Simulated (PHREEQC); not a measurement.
1 kg of water holding 6.7 mmol/kgw NaCl and 10 mmol/kgw NaOH is evaporated at 75 °C; the solids stay in contact with the brine. No CO2 enters from the air. Only these solids could form: Halite.

Computed with PHREEQC (Pitzer model, pitzer.dat).

| water left (kg) | ionic strength | water activity | Na in solution (mol/kgw) | Cl in solution (mol/kgw) |
|---|---|---|---|---|
| 1 | 0.0167 | 0.999 | 0.0167 | 0.00670 |
| 0.8219 | 0.0203 | 0.999 | 0.0203 | 0.00815 |
| 0.6755 | 0.0247 | 0.999 | 0.0247 | 0.00992 |
| 0.5552 | 0.0301 | 0.999 | 0.0301 | 0.0121 |
| 0.4563 | 0.0366 | 0.999 | 0.0366 | 0.0147 |
| 0.375 | 0.0445 | 0.998 | 0.0445 | 0.0179 |
| 0.3082 | 0.0542 | 0.998 | 0.0542 | 0.0217 |
| 0.2082 | 0.0802 | 0.997 | 0.0802 | 0.0322 |
| 0.1711 | 0.0976 | 0.997 | 0.0976 | 0.0391 |
| 0.1407 | 0.119 | 0.996 | 0.119 | 0.0476 |
| 0.1156 | 0.144 | 0.995 | 0.144 | 0.0580 |
| 0.09502 | 0.176 | 0.994 | 0.176 | 0.0705 |
| 0.07809 | 0.214 | 0.993 | 0.214 | 0.0858 |
| 0.06418 | 0.260 | 0.991 | 0.260 | 0.104 |
| 0.05275 | 0.317 | 0.990 | 0.317 | 0.127 |
| 0.04335 | 0.385 | 0.987 | 0.385 | 0.155 |
| 0.03564 | 0.469 | 0.985 | 0.469 | 0.188 |
| 0.0293 | 0.570 | 0.981 | 0.570 | 0.229 |
| 0.02407 | 0.694 | 0.977 | 0.694 | 0.278 |
| 0.01627 | 1.03 | 0.966 | 1.03 | 0.412 |
| 0.01337 | 1.25 | 0.958 | 1.25 | 0.501 |
| 0.01099 | 1.52 | 0.949 | 1.52 | 0.609 |
| 0.00903 | 1.85 | 0.937 | 1.85 | 0.742 |
| 0.007426 | 2.25 | 0.922 | 2.25 | 0.902 |
| 0.006093 | 2.74 | 0.904 | 2.74 | 1.10 |
| 0.005012 | 3.33 | 0.882 | 3.33 | 1.34 |

Complexes and solids missing from the database can't appear. Away from 25 °C the constants follow the database's enthalpies or fits; those with neither stay at their 25 °C values.
